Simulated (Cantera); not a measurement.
Feed: 1 mol SiCl4, 2.3 mol H2, held at 300 °C and 75.0 Torr.

Method: chemical equilibrium by Gibbs-energy minimisation in Cantera with the NASA 1993 tables (ideal gas, pure condensed phases). Candidate condensed phases: Si; 19 gas species. Kinetics and transport are ignored.

Base state: H2 0.695, SiCl4 0.301, HCl 0.00172, SiHCl3 0.00172 (mole fractions); condensed: gas only.

Problem. What changes in the equilibrium state with this change: SiCl4 replaced by Si?

Solution. 
```json
[
 {"species": "H2", "before": "0.695", "after": "1.00"},
 {"species": "SiCl4", "before": "0.301", "after": "0"},
 {"species": "HCl", "before": "0.00172", "after": "0"},
 {"species": "SiHCl3", "before": "0.00172", "after": "0"},
 {"species": "Si(s), mol", "before": "0", "after": "1.00"}
]
```
